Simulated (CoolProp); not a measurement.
Vapour-liquid equilibrium of carbon dioxide (1) + R125 (2) at 1.51 MPa; x and y are mole fractions of (1).

The numbers come from the multi-fluid Helmholtz-energy mixture model, Span 1996 and Lemmon 2005; pair parameters Bell 2016 in CoolProp.

```json
[
 {"x": "0.05", "bubble temperature (K)": "295.7", "y at the bubble point": "0.147", "dew temperature at overall composition x (K)": "299.7", "liquid density (mol/L)": "10.25"},
 {"x": "0.15", "bubble temperature (K)": "284.8", "y at the bubble point": "0.393", "dew temperature at overall composition x (K)": "295.6", "liquid density (mol/L)": "11.29"},
 {"x": "0.25", "bubble temperature (K)": "275.8", "y at the bubble point": "0.567", "dew temperature at overall composition x (K)": "291.4", "liquid density (mol/L)": "12.34"},
 {"x": "0.35", "bubble temperature (K)": "268.6", "y at the bubble point": "0.685", "dew temperature at overall composition x (K)": "286.9", "liquid density (mol/L)": "13.42"},
 {"x": "0.45", "bubble temperature (K)": "263.0", "y at the bubble point": "0.767", "dew temperature at overall composition x (K)": "282.0", "liquid density (mol/L)": "14.57"},
 {"x": "0.55", "bubble temperature (K)": "258.5", "y at the bubble point": "0.827", "dew temperature at overall composition x (K)": "276.8", "liquid density (mol/L)": "15.82"},
 {"x": "0.65", "bubble temperature (K)": "254.7", "y at the bubble point": "0.874", "dew temperature at overall composition x (K)": "270.9", "liquid density (mol/L)": "17.21"},
 {"x": "0.75", "bubble temperature (K)": "251.5", "y at the bubble point": "0.913", "dew temperature at overall composition x (K)": "264.2", "liquid density (mol/L)": "18.82"},
 {"x": "0.85", "bubble temperature (K)": "248.7", "y at the bubble point": "0.949", "dew temperature at overall composition x (K)": "256.6", "liquid density (mol/L)": "20.71"},
 {"x": "0.95", "bubble temperature (K)": "246.1", "y at the bubble point": "0.983", "dew temperature at overall composition x (K)": "248.6", "liquid density (mol/L)": "22.97"}
]
```

No azeotrope shows between x = 0.05 and 0.95.

The pair parameters rest on a limited set of measurements; away from them the model extrapolates. The gap from Raoult's law changes sign with composition, which may be real or a fault of the pair parameters; it wasn't checked against measurements.
